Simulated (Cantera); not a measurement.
An adiabatic, constant-volume homogeneous reactor starts with CO : H2 : O2 : N2 = 1 : 0.26 : 0.925 : 3.48 (molar parts), equivalence ratio 0.68, at 1700 K and 4.93 atm.

Computed with Cantera and GRI-Mech 3.0 (53 species, 325 reactions). The hydrogen kinetics of GRI-Mech 3.0 are dated; newer H2 mechanisms differ, most at raised pressure.

x: mole fraction; the columns are a selection and need not sum to one.

```
t (s)     T (K)  P (bar)    x CO     x H2    x O2     x NO    x NO2    x HO2
--------  -----  -------  ------  -------  ------  -------  -------  -------
3.00e-6    1815     5.31   0.162  0.00740   0.128  2.41e-6  3.61e-9  9.42e-5
1.18e-5     [?]     7.52     [?]      [?]     [?]      [?]      [?]      [?]
4.68e-5    2995     8.16  0.0569  0.00222  0.0744  0.00579  5.71e-6  2.02e-5
0.000185   2980     8.11  0.0562  0.00221  0.0685   0.0182  1.74e-5  1.86e-5
0.000729   2973     8.09  0.0559  0.00221  0.0660   0.0236  2.21e-5  1.79e-5
0.00288    2973     8.09  0.0559  0.00221  0.0659   0.0236  2.22e-5  1.78e-5
0.0114     2973     8.09  0.0559  0.00221  0.0659   0.0236  2.22e-5  1.78e-5
0.0449     2973     8.09  0.0559  0.00221  0.0659   0.0236  2.22e-5  1.78e-5
0.177      2973     8.09  0.0559  0.00221  0.0659   0.0236  2.22e-5  1.78e-5
0.700      2973     8.09  0.0559  0.00221  0.0659   0.0236  2.22e-5  1.78e-5
```

Q: Fill in the missing entries.

A: 
- 1.18e-5, T (K): 2707
- 1.18e-5, x CO: 0.0774
- 1.18e-5, x H2: 0.00330
- 1.18e-5, x O2: 0.0828
- 1.18e-5, x NO: 0.000421
- 1.18e-5, x NO2: 6.01e-7
- 1.18e-5, x HO2: 1.66e-5
